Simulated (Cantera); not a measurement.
Input: 1 mol S, 1.6 mol H2, 50 mol N2, held at 3348 K and 0.160 bar.

Method: chemical equilibrium by Gibbs-energy minimisation in Cantera with the NASA 1993 tables (ideal gas, pure condensed phases). Candidate condensed phases: S; 15 gas species. Kinetics and transport are ignored.

### Question
What is the equilibrium state?

### Answer
```json
{
  "x(N2)": "0.925",
  "x(H)": "0.0536",
  "x(S)": "0.0180",
  "x(H2)": "0.00270",
  "x(N)": "0.000251",
  "x(SH)": "0.000249",
  "x(S2)": "0.000130",
  "x(SN)": "4.16e-5",
  "x(NH)": "1.51e-6",
  "gas_amount": "54.04 mol",
  "log10 activity of S(l) (absent)": "-4.26"
}
```
